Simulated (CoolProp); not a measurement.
Vapour-liquid equilibrium of cyclohexane (1) + dimethyl carbonate (2) at 12.6 bar; x and y are mole fractions of (1).

Values from CoolProp's multi-fluid Helmholtz-energy mixture model, Zhou 2014 and Zhou 2011; pair parameters Bell 2016.

Task: Give the bubble temperature and the first vapour's composition at x = 0.05, 0.8, 0.95. Is there an azeotrope?

Result: x = 0.05: 192.8 °C, y = 0.094; x = 0.8: 184.8 °C, y = 0.719; x = 0.95: 191.8 °C, y = 0.906. y crosses x between x = 0.5 and 0.65: the model has an azeotrope there.

Pair parameters are fitted to limited data, so mixtures are less certain than the pure fluids.
